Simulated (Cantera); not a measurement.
Feed: 1 mol CH₃Cl, held at 3475 K and 23.0 mbar.

Equilibrium computed with Cantera from the NASA thermochemical tables; the gas is ideal and each condensed phase is pure. Candidate condensed phases: C, C₆H₆, C₇H₈, C₈H₁₈; 91 gas species. The tables' values for CCl are old estimates; treat these amounts as uncertain. Kinetics and transport are ignored.

Base state: H 0.625, Cl 0.220, C₃ 0.0500, C 0.0393, H₂ 0.0289, C₂ 0.0154, HCl 0.0153, C₂H 0.00514 (mole fractions); condensed: gas only.

### Question
What changes in the equilibrium state with this change: pressure from 23.0 mbar to 5.20 mbar?

### Answer
```tsv
species	before	after
H	0.625	0.636
Cl	0.220	0.215
C	0.0393	0.0893
H₂	0.0289	0.00677
C₃	0.0500	0.0299
HCl	0.0153	0.00344
C₂	0.0154	0.0179
C₂HCl	1.45e-5	8.60e-7
C₂H₂ (acetylene)	0.000773	4.78e-5
C₅	0.000416	6.56e-5
C₂H	0.00514	0.00138
C₄	0.000200	6.13e-5
```

### Question
What changes in the equilibrium state with this change: pressure from 23.0 mbar to 1.00 bar?

### Answer
```tsv
species	before	after
H	0.625	0.277
H₂	0.0289	0.247
HCl	0.0153	0.212
C₂H₂ (acetylene)	0.000773	0.0503
C	0.0393	0.00249
C₂	0.0154	0.00268
C₂H	0.00514	0.0173
C₃	0.0500	0.0240
Cl	0.220	0.158
C₆H₂	1.04e-7	0.000389
C₃H₃ (propargyl)	6.06e-9	2.09e-5
C₂H₃ (vinyl)	8.52e-9	1.07e-5
C(graphite), mol	0	0.333
```
